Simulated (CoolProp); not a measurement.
Computed with CoolProp (reference Helmholtz-energy equation of state, Schmidt 1985).

Problem. For oxygen, give the phase and the cv (kJ/(kg K)), speed of sound (m/s), viscosity (µPa s), conductivity (mW/(m K)) at 147.9 K and 0.234 MPa; 147.9 K and 10.9 MPa.

Solution. 
- 147.9 K and 0.234 MPa: gas; cv 0.656, speed of sound 230, viscosity 11.3, conductivity 13.7
- 147.9 K and 10.9 MPa: liquid; cv 0.811, speed of sound 509, viscosity 65.7, conductivity 83.1

Viscosity comes from a separate model (Lemmon 2004). Thermal conductivity comes from a separate model (Lemmon 2004).
